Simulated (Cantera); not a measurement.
An isothermal, constant-pressure homogeneous reactor starts with 20.8 % NO, 79.2 % N2, at 2000 K and 750 Torr.

Cantera simulation using GRI-Mech 3.0 (53 species, 325 reactions); the numbers are that mechanism's predictions, not measurements.

x: mole fraction; the columns are a selection and need not sum to one.

```tsv
t (s)	x NO	x O	x O2	x N2	x NO2
0.000800	0.208	2.60e-5	8.12e-6	0.792	___
0.00378	0.208	4.35e-5	0.000174	0.792	___
0.0179	0.206	4.78e-5	0.00107	0.793	___
0.0846	0.197	6.46e-5	0.00532	0.797	___
0.400	0.159	0.000112	0.0243	0.816	___
1.89	0.0595	0.000185	0.0743	0.866	___
8.94	0.00718	0.000213	0.100	0.892	___
42.3	0.00568	0.000214	0.101	0.893	6.79e-6
200	0.00568	0.000214	0.101	0.893	6.79e-6
```

### Question
Fill in the missing entries.

### Answer

- 0.000800, x NO2: 2.70e-5
- 0.00378, x NO2: 4.72e-5
- 0.0179, x NO2: 5.19e-5
- 0.0846, x NO2: 6.83e-5
- 0.400, x NO2: 9.77e-5
- 1.89, x NO2: 6.12e-5
- 8.94, x NO2: 8.55e-6
